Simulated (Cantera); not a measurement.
# Hydrogen reduction and annealing atmospheres: Cu2O + H2 + N2

Feed: 1 mol Cu2O, 0.34 mol H2, 0.52 mol N2, at 15.0 Pa.

Cantera equilibrium calculation (NASA polynomials, part measured and part estimated; ideal gas, pure solids and liquids). Candidate condensed phases: Cu, CuO, Cu(OH)2, Cu2O, H2O; 27 gas species. Mutual solubility and eutectic melting of coexisting phases are not modelled. The numbers say what is thermodynamically allowed, not how fast it happens.

At 1275 K the condensed part is Cu(s) + Cu2O(s). At 1375 K the condensed part is Cu(l) + Cu2O(s). From 1475 K to 1575 K the condensed part is Cu(l). From 1675 K to 2075 K nothing is condensed. The main Cu-bearing gas is Cu throughout.

| T (K) | x Cu | x N2 | x H2O | x O2 | x O | x H | x OH | x H2 | n Cu(s) | n Cu2O(s) | n Cu(l) |
|---|---|---|---|---|---|---|---|---|---|---|---|
| 1275 | 0.000577 | 0.602 | 0.393 | 0.00402 | 5.78e-7 | 3.18e-7 | 5.21e-5 | 2.80e-5 | 0.693 | 0.653 | 0 |
| 1375 | 0.00549 | 0.576 | 0.377 | 0.0412 | 1.05e-5 | 1.90e-6 | 0.000279 | 4.63e-5 | 0 | 0.585 | 0.824 |
| 1475 | 0.0357 | 0.421 | 0.275 | 0.267 | 0.000121 | 8.10e-6 | 0.000997 | 5.85e-5 | 0 | 0 | 1.96 |
| 1575 | 0.182 | 0.356 | 0.232 | 0.225 | 0.000415 | 4.76e-5 | 0.00204 | 0.000196 | 0 | 0 | 1.73 |
| 1675 | 0.625 | 0.162 | 0.105 | 0.102 | 0.000891 | 0.000193 | 0.00236 | 0.000413 | 0 | 0 | 0 |
| 1775 | 0.624 | 0.162 | 0.102 | 0.101 | 0.00248 | 0.000791 | 0.00450 | 0.00112 | 0 | 0 | 0 |
| 1875 | 0.621 | 0.161 | 0.0977 | 0.0986 | 0.00617 | 0.00277 | 0.00788 | 0.00268 | 0 | 0 | 0 |
| 1975 | 0.615 | 0.159 | 0.0885 | 0.0951 | 0.0139 | 0.00835 | 0.0126 | 0.00558 | 0 | 0 | 0 |
| 2075 | 0.602 | 0.155 | 0.0726 | 0.0894 | 0.0285 | 0.0216 | 0.0181 | 0.00988 | 0 | 0 | 0 |
x: gas mole fraction; n: condensed amount in mol.
